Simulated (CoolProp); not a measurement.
Carbon monoxide at 352.07 K and 0.458 MPa is throttled through a valve to 0.0685 MPa with no heat exchange. Each further row changes one setting.

Computed with CoolProp (reference Helmholtz-energy equation of state, Lemmon 2006). It is a short technical equation, of lower accuracy than the large ones.

```json
[
 {"case": "as stated", "temperature change (K)": "(withheld)", "final density (kg/m³)": "0.657"},
 {"case": "outlet pressure 0.0206 MPa", "temperature change (K)": "-0.8", "final density (kg/m³)": "(withheld)"},
 {"case": "outlet pressure 0.0891 MPa", "temperature change (K)": "(withheld)", "final density (kg/m³)": "0.854"}
]
```

Question: What belongs in the gaps?

Answer: 
- as stated, temperature change (K): -0.7
- outlet pressure 0.0206 MPa, final density (kg/m³): 0.198
- outlet pressure 0.0891 MPa, temperature change (K): -0.6
